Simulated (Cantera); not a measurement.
Charge: 1 mol SiCl₄, 0.028 mol CH₄, 880 mol H₂, equilibrated at 1773.15 K and 100000 Pa.

Cantera equilibrium calculation (NASA polynomials, part measured and part estimated; ideal gas, pure solids and liquids). Candidate condensed phases: C, C₆H₆, C₇H₈, C₈H₁₈, Si, SiC; 109 gas species. Mutual solubility and eutectic melting of coexisting phases are not modelled. Gases not in the tables: Si₂H₆ and higher silanes. Kinetics and transport are ignored.

**Question.** What is the equilibrium state?

**Answer.** 
- x(H₂): 0.995
- x(HCl): 0.00440
- x(H): 0.000284
- x(SiCl₂): 6.26e-5
- x(SiH₂): 2.46e-5
- x(CH₄): 1.77e-5
- x(SiH): 2.63e-6
- x(Si): 2.13e-6
- x(SiH₄): 1.15e-6
- n(Si(l)): 0.903 mol
- n(SiC(s)): 0.0121 mol
- gas amount: 882.2 mol
- log10 activity of C(graphite) (absent): -1.67
